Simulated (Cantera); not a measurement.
## N2O furnace oxynitridation

An isothermal, constant-pressure homogeneous reactor starts with N₂O : O₂ : H₂O = 1 : 0.51 : 0.038 (molar parts), at 1250 K and 160000 Pa.

Cantera simulation using GRI-Mech 3.0 (53 species, 325 reactions); the numbers are that mechanism's predictions, not measurements. GRI-Mech 3.0 was tuned for natural gas; its chemistry of N2O as a main component is partial and can be far from experiment. The mechanism lacks the step 2 NO + O2 → 2 NO2, which can matter for NO2 below about 1400 K. The temperature is held fixed by assumption; the heat of reaction is taken as removed at once.

```csv
t (s),x N₂O,x O₂,x NO,x N₂,x NO₂,x O
0.000600,0.645,0.330,0.000109,0.000904,5.75e-6,3.72e-6
0.00134,0.643,0.330,0.000231,0.00203,2.52e-5,3.70e-6
0.00298,0.640,0.331,0.000489,0.00453,7.70e-5,3.65e-6
0.00664,0.632,0.332,0.00106,0.0100,0.000178,3.54e-6
0.0148,0.615,0.336,0.00232,0.0219,0.000309,3.39e-6
0.0329,0.581,0.343,0.00500,0.0465,0.000433,3.21e-6
0.0734,0.514,0.357,0.0101,0.0945,0.000542,2.95e-6
0.164,0.401,0.382,0.0183,0.176,0.000647,2.53e-6
0.364,0.248,0.416,0.0279,0.287,0.000729,1.88e-6
0.812,0.105,0.449,0.0343,0.392,0.000749,1.04e-6
1.81,0.0231,0.469,0.0359,0.453,0.000731,3.19e-7
4.03,0.00132,0.474,0.0356,0.469,0.000844,5.44e-8
8.98,3.14e-6,0.475,0.0355,0.470,0.000903,3.80e-8
20.0,3.33e-7,0.475,0.0355,0.470,0.000903,3.80e-8
```
x: mole fraction; the columns are a selection and need not sum to one.

Equilibrium at this temperature and pressure: N₂O 2.32e-8, O₂ 0.493, NO 0.000342, N₂ 0.488, NO₂ 8.87e-6, O 3.87e-8 (gas phase only).
